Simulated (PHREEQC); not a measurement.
Spent oxide etchant: speciation

Solution (50 °C): 0.0016 mol/kgw HF, 0.00019 mol/kgw H2SiF6, 0.0053 mol/kgw H3PO4 and 0.00019 mol/kgw HNO3. Closed to the air; pH follows from the charge balance.

Equilibrium calculation in PHREEQC: ion-association model, phreeqc.dat.

No solid was allowed to form.

Task: What pH does the model give?

Result: pH 2.45.

Task: In which forms is P present?

Result: H2PO4- 61 %, H3PO4 39 % of the P.

Complexes and solids missing from the database can't appear. Away from 25 °C the constants follow the database's enthalpies or fits; those with neither stay at their 25 °C values. SiF6-2 is the database's only silicon fluoride.
